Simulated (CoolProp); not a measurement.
Vapour-liquid equilibrium of propane (1) + R134a (2) at 312.8 K; x and y are mole fractions of (1).

Values from CoolProp's multi-fluid Helmholtz-energy mixture model, Lemmon 2009 and Tillner-Roth 1994; pair parameters Bell 2016.

| x | bubble pressure, mixture model (MPa) | bubble pressure, Raoult's law (MPa) | y, mixture model | y, Raoult's law |
|---|---|---|---|---|
| 0.05 | 1.164 | 1.025 | 0.147 | 0.066 |
| 0.2 | 1.468 | 1.077 | 0.370 | 0.252 |
| 0.35 | 1.616 | 1.130 | 0.478 | 0.421 |
| 0.5 | 1.684 | 1.183 | 0.555 | 0.574 |
| 0.65 | 1.696 | 1.235 | 0.631 | 0.715 |
| 0.8 | 1.641 | 1.288 | 0.730 | 0.844 |
| 0.95 | 1.464 | 1.341 | 0.903 | 0.962 |

The largest gap from Raoult's law is +43.0 % in bubble pressure, at x = 0.35. y crosses x between x = 0.5 and 0.65: the model has an azeotrope there.

The pair parameters rest on a limited set of measurements; away from them the model extrapolates.
